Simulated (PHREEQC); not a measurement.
A made-up water analysis in mg/kgw, 25 °C, pH 3.94, pe 8.1: Na 223; K 134; Ca 696; Mg 134; Cl 192; S(6) as SO4 2560; Zn 2.25.

Valence states are taken as typed.

Equilibrium calculation in PHREEQC: ion-association model, phreeqc.dat.

No solid was allowed to form.

### Question
What ionic strength, charge-balance error does the model give?

### Answer
ionic strength 0.0736 mol/kgw; charge-balance error 0.6 %.

### Question
In which forms is Zn present?

### Answer
Zn+2 56 %, ZnSO4 38 %, Zn(SO4)2-2 5.7 % of the Zn.

The solution is supersaturated, for example in Gypsum, so a real one may precipitate; this is no full list. Complexes and solids missing from the database can't appear.
